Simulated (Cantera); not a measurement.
A closed system holds: 1 mol C2H5OH, 33 mol H2, 8.7 mol N2, equilibrated at 7900000 Pa.

These are equilibrium values from Cantera (NASA tables, ideal gas, pure condensed phases), not measurements of a reactor. Candidate condensed phases: C, C6H6, C7H8, C8H18, H2O; 136 gas species. The ideal-gas law is rough above about 30 bar. Equilibrium is a limit: real reactors are often held back by kinetics, nucleation or transport. All values below are at 1598 K.

Base state: H2 0.756, N2 0.195, CH4 0.0252, CO 0.0195, H2O 0.00302, NH3 0.00108, HCN 0.000264, CO2 2.60e-5 (mole fractions); condensed: gas only.

Question: What changes in the equilibrium state with this change: C2H5OH replaced by C2H4?

Answer: 
```
species   before    after
-------  -------  -------
H2         0.756    0.743
N2         0.195    0.208
CH4       0.0252   0.0473
CO        0.0195        0
H2O      0.00302        0
CO2      2.60e-5        0
CH3CN    2.96e-6  1.12e-5
```
